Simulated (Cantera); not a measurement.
Cantera run, input and output.

```python
import numpy as np
import cantera as ct

surf = ct.Interface("diamond.yaml", "diamond_100")
gas, bulk = surf.adjacent["gas"], surf.adjacent["diamond"]
k = surf.kinetics_species_index(bulk.species_names[0])
cover = ["c6HH", "c6H*", "c6*H", "c6**", "c6HM", "c6B"]

rows, drift = [], 0.0
print(f"{'xCH3':>10s}{'um/h':>11s}" + "".join(f"{s:>11s}" for s in cover))
for v in [1e-06, 2.3e-06, 5.3e-06, 1.2e-05, 2.8e-05, 6.5e-05, 0.00015, 0.00034, 0.00079]:
    T, P, xH, xCH3 = 1350, 2100, 0.0017, v
    gas.TPX = T, P, {"H": xH, "CH3": xCH3, "CH4": 0.0045, "H2": 1 - xH - xCH3 - 0.0045}
    surf.TP = bulk.TP = T, P
    surf.coverages = "c6H*:0.1, c6HH:0.9"
    surf.advance_coverages(100.0)
    before = surf.coverages
    surf.advance_coverages(100.0)
    drift = max(drift, np.max(np.abs(surf.coverages - before) / (surf.coverages + 1e-9)))
    rate = surf.net_production_rates[k] * bulk.mean_molecular_weight / bulk.density * 3.6e9
    rows.append([rate, *surf[cover].coverages])
    print(f"{v:10.4g}{rate:11.4e}" + "".join(f"{x:11.3e}" for x in rows[-1][1:]))
```

Output:

```
      xCH3       um/h       c6HH       c6H*       c6*H       c6**       c6HM        c6B
     1e-06 1.8369e-03  3.894e-01  5.265e-02  5.192e-01  3.883e-02  3.102e-07  4.985e-12
   2.3e-06 4.2246e-03  3.894e-01  5.265e-02  5.192e-01  3.883e-02  7.134e-07  1.146e-11
   5.3e-06 9.7332e-03  3.894e-01  5.265e-02  5.191e-01  3.882e-02  1.644e-06  2.641e-11
   1.2e-05 2.2028e-02  3.894e-01  5.265e-02  5.191e-01  3.880e-02  3.721e-06  5.977e-11
   2.8e-05 5.1347e-02  3.893e-01  5.264e-02  5.191e-01  3.876e-02  8.681e-06  1.393e-10
   6.5e-05 1.1892e-01  3.893e-01  5.263e-02  5.190e-01  3.867e-02  2.014e-05  3.227e-10
   0.00015 2.7297e-01  3.893e-01  5.262e-02  5.188e-01  3.846e-02  4.640e-05  7.407e-10
   0.00034 6.1148e-01  3.891e-01  5.258e-02  5.185e-01  3.800e-02  1.048e-04  1.659e-09
   0.00079 1.3824e+00  3.888e-01  5.249e-02  5.176e-01  3.695e-02  2.415e-04  3.751e-09
```

Detailed kinetics in Cantera: the Harris–Goodwin 1993 mechanism for the reconstructed diamond (100) surface.
